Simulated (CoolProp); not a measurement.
Vapour-liquid equilibrium of ethylene (1) + propylene (2) at 7.73 bar; x and y are mole fractions of (1).

Model: multi-fluid Helmholtz-energy mixture model, Smukala 2000 and Lemmon 2013; pair parameters Bell 2016, in CoolProp.

Task: Give the bubble temperature and the first vapour's composition at x = 0.35, 0.5, 0.8. Is there an azeotrope?

Result: x = 0.35: 242.9 K, y = 0.791; x = 0.5: 233.2 K, y = 0.885; x = 0.8: 220.2 K, y = 0.971. No azeotrope shows between x = 0.05 and 0.95.

The pair parameters rest on a limited set of measurements; away from them the model extrapolates.
